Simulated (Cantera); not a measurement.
# Stirred combustor or abatement burner

A perfectly stirred reactor is fed with 14.9 % CH₃OH, 17.2 % O₂, 64.8 % N₂, 3.13 % CO₂, at 15.0 bar; it is adiabatic with a 525 K inlet, and is followed from long to short residence time, starting on the burning branch (τ in s: 0.061, 0.027, 0.012, 0.0051, 0.0022, 0.00096, 0.00042, 0.00018, 8e-05, 3.5e-05, 1.5e-05).

Cantera simulation using GRI-Mech 3.0 (53 species, 325 reactions); the numbers are that mechanism's predictions, not measurements. GRI-Mech 3.0 was tuned for natural gas; its chemistry of methanol as a main component is partial and can be far from experiment. The pressure lies above the range GRI-Mech 3.0 was tuned for (to about 10 atm).

| τ (s) | T (K) | x CH₃OH | x O₂ | x CO₂ | x HCO | x C₂H | x HCN |
|---|---|---|---|---|---|---|---|
| 0.061 | 2179 | 7.56e-7 | 3.57e-5 | 0.0969 | 7.25e-8 | 7.80e-12 | 2.57e-7 |
| 0.027 | 2178 | 1.47e-6 | 6.45e-5 | 0.0968 | 9.30e-8 | 1.83e-11 | 3.66e-7 |
| 0.012 | 2176 | 2.66e-6 | 0.000113 | 0.0968 | 1.32e-7 | 3.16e-11 | 4.57e-7 |
| 0.0051 | 2173 | 4.69e-6 | 0.000199 | 0.0966 | 2.10e-7 | 4.37e-11 | 5.27e-7 |
| 0.0022 | 2168 | 7.93e-6 | 0.000343 | 0.0964 | 3.56e-7 | 5.45e-11 | 6.02e-7 |
| 0.00096 | 2160 | 1.32e-5 | 0.000590 | 0.0960 | 6.37e-7 | 7.34e-11 | 7.25e-7 |
| 0.00042 | 2148 | 2.24e-5 | 0.00102 | 0.0954 | 1.20e-6 | 1.19e-10 | 9.49e-7 |
| 0.00018 | 2130 | 3.91e-5 | 0.00177 | 0.0943 | 2.40e-6 | 2.48e-10 | 1.35e-6 |
| 8.0e-5 | 2106 | 6.94e-5 | 0.00300 | 0.0925 | 4.86e-6 | 6.06e-10 | 1.99e-6 |
| 3.5e-5 | 2068 | 0.000133 | 0.00520 | 0.0893 | 1.04e-5 | 1.70e-9 | 2.92e-6 |
| 1.5e-5 | 2005 | 0.000307 | 0.00989 | 0.0825 | 2.37e-5 | 4.82e-9 | 3.77e-6 |
x: mole fraction; the columns are a selection and need not sum to one.
